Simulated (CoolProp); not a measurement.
Vapour-liquid equilibrium of R134a (1) + methanol (2) at 4.6 bar; x and y are mole fractions of (1).

Computed with CoolProp (multi-fluid Helmholtz-energy mixture model, Tillner-Roth 1994 and de Reuck 1993; pair parameters Bell 2016).

```json
[
 {"x": "0.05", "bubble temperature, mixture model (K)": "350.1", "bubble temperature, Raoult's law (K)": "367.7", "y, mixture model": "0.645", "y, Raoult's law": "0.387"},
 {"x": "0.15", "bubble temperature, mixture model (K)": "319.6", "bubble temperature, Raoult's law (K)": "346.3", "y, mixture model": "0.897", "y, Raoult's law": "0.740"},
 {"x": "0.25", "bubble temperature, mixture model (K)": "309.2", "bubble temperature, Raoult's law (K)": "331.2", "y, mixture model": "0.938", "y, Raoult's law": "0.872"},
 {"x": "0.35", "bubble temperature, mixture model (K)": "304.3", "bubble temperature, Raoult's law (K)": "320.2", "y, mixture model": "0.953", "y, Raoult's law": "0.931"},
 {"x": "0.45", "bubble temperature, mixture model (K)": "301.3", "bubble temperature, Raoult's law (K)": "311.8", "y, mixture model": "0.961", "y, Raoult's law": "0.960"},
 {"x": "0.55", "bubble temperature, mixture model (K)": "298.7", "bubble temperature, Raoult's law (K)": "305.2", "y, mixture model": "0.967", "y, Raoult's law": "0.976"},
 {"x": "0.65", "bubble temperature, mixture model (K)": "296.3", "bubble temperature, Raoult's law (K)": "299.8", "y, mixture model": "0.974", "y, Raoult's law": "0.986"},
 {"x": "0.75", "bubble temperature, mixture model (K)": "293.7", "bubble temperature, Raoult's law (K)": "295.2", "y, mixture model": "0.980", "y, Raoult's law": "0.992"},
 {"x": "0.85", "bubble temperature, mixture model (K)": "290.9", "bubble temperature, Raoult's law (K)": "291.3", "y, mixture model": "0.988", "y, Raoult's law": "0.996"},
 {"x": "0.95", "bubble temperature, mixture model (K)": "287.9", "bubble temperature, Raoult's law (K)": "287.9", "y, mixture model": "0.996", "y, Raoult's law": "0.999"}
]
```

The largest gap from Raoult's law is -26.7 K in bubble temperature, at x = 0.15. No azeotrope shows between x = 0.05 and 0.95.

The pair parameters rest on a limited set of measurements; away from them the model extrapolates. With so large a gap from Raoult's law the liquid may split in two, which this calculation doesn't test in full.
